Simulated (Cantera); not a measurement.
A perfectly stirred reactor is fed with C2H6 : N2 = 1 : 140 (molar parts), at 6.45 Torr; it is held at 1800 K, and followed from long to short residence time.

Cantera simulation using GRI-Mech 3.0 (53 species, 325 reactions); the numbers are that mechanism's predictions, not measurements. GRI-Mech 3.0 stops at C3 and has no aromatics, soot or wall deposition, so with more carbon than oxygen in the feed, carbon stays in small species such as C2H2 where larger ones or solid carbon would form. Radical loss at walls, strong at low pressure, is not modelled.

```tsv
quantity	before	after
x(C2H6) at τ = 0.660 s	5.77e-6	2.55e-5
x(H2) at τ = 0.660 s	0.0129	0.0848
x(HCN) at τ = 0.660 s	0.000365	0.000248
x(H) at τ = 0.660 s	0.000390	0.00110
x(C2H2) at τ = 0.660 s	0.00644	0.0433
x(C2H6) at τ = 17.0 ms	0.000187	0.000854
x(H2) at τ = 17.0 ms	0.00952	0.0649
x(HCN) at τ = 17.0 ms	6.91e-5	4.02e-5
x(H) at τ = 17.0 ms	0.000637	0.00141
x(C2H2) at τ = 17.0 ms	0.00469	0.0337
```

Question: What was changed between the two runs?
A) temperature 1800 to 1898 K
B) N2 140 to 19 parts
C) temperature 1800 to 1325 K
D) pressure from 6.45 Torr to 1.73 Torr

Answer: B, N2 140 to 19 parts
